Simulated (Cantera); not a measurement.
Equilibrium for silicon oxide and oxynitride deposition: SiF₄ + O₃ + N₂ + H₂O

Charge: 1 mol SiF₄, 1.2 mol O₃, 40 mol N₂, 20 mol H₂O, equilibrated at 360 Pa.

Method: chemical equilibrium by Gibbs-energy minimisation in Cantera with the NASA 1993 tables (ideal gas, pure condensed phases). Candidate condensed phases: H₂O, Si, SiO₂, Si₂N₂O, Si₃N₄; 58 gas species. The tables hold silica as quartz up to 1696 K and as liquid above; real silica turns to tridymite and cristobalite and melts near 1996 K. Rates play no part.

```csv
T (K),x N₂,x H₂O,x HF,x O₂,x OH,x H₂,x NO,n SiO₂(β-quartz),n SiO₂(condensed)
975,0.627,0.282,0.0627,0.0282,2.89e-7,1.14e-9,7.71e-6,1.000,0
1125,0.627,0.282,0.0627,0.0282,4.19e-6,6.75e-8,3.47e-5,1.000,0
1275,0.627,0.282,0.0627,0.0282,3.24e-5,1.55e-6,0.000110,1.000,0
1425,0.627,0.282,0.0627,0.0280,0.000163,1.85e-5,0.000271,1.000,0
1575,0.627,0.282,0.0627,0.0278,0.000602,0.000138,0.000563,1.000,0
1725,0.626,0.280,0.0626,0.0275,0.00177,0.000731,0.00103,0,1.000
1875,0.624,0.276,0.0625,0.0275,0.00435,0.00292,0.00171,0,0.998
```
x: gas mole fraction; n: condensed amount in mol.

From 975 K to 1575 K the condensed part is SiO₂(β-quartz). From 1725 K to 1875 K the condensed part is SiO₂(condensed). The main Si-bearing gas is SiF₄ at 975 K and SiO at 1875 K.
